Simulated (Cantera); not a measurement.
Adiabatic ignition

An adiabatic, constant-pressure homogeneous reactor starts with CH₄ : O₂ : N₂ = 1 : 1.18 : 4.42 (molar parts), equivalence ratio 1.7, at 1550 K and 3750 Torr.

Computed with Cantera and GRI-Mech 3.0 (53 species, 325 reactions).

```csv
t (s),T (K),x CH₄,x O₂,x CO₂,x NO₂,x N₂O
1.00e-6,1550,0.152,0.179,2.84e-12,<1e-12,1.96e-12
3.63e-6,1550,0.152,0.179,1.12e-10,<1e-12,1.97e-11
1.32e-5,1550,0.151,0.179,8.09e-9,<1e-12,1.89e-10
4.79e-5,1551,0.151,0.178,5.49e-7,<1e-12,1.23e-9
0.000174,1579,0.143,0.174,2.79e-5,1.80e-12,1.51e-8
0.000632,2735,2.89e-11,0.000119,0.0234,1.79e-8,6.66e-8
0.00230,2734,2.94e-11,0.000117,0.0233,2.56e-8,7.41e-8
0.00835,2734,2.94e-11,0.000117,0.0233,2.58e-8,7.44e-8
0.0303,2734,2.94e-11,0.000117,0.0233,2.58e-8,7.44e-8
0.110,2734,2.94e-11,0.000117,0.0233,2.58e-8,7.44e-8
0.400,2734,2.94e-11,0.000117,0.0233,2.58e-8,7.44e-8
```
x: mole fraction; the columns are a selection and need not sum to one.

```yaml
time_of_steepest_temperature_rise: 0.264 ms
temperature at 0.400 s: 2734 K
equilibrium_temperature: 2734 K
x(CH₄) at 0.400 s: 2.94e-11 (gas-phase equilibrium 3.33e-11)
x(O₂) at 0.400 s: 0.000117 (gas-phase equilibrium 0.000117)
x(CO₂) at 0.400 s: 0.0233 (gas-phase equilibrium 0.0233)
```
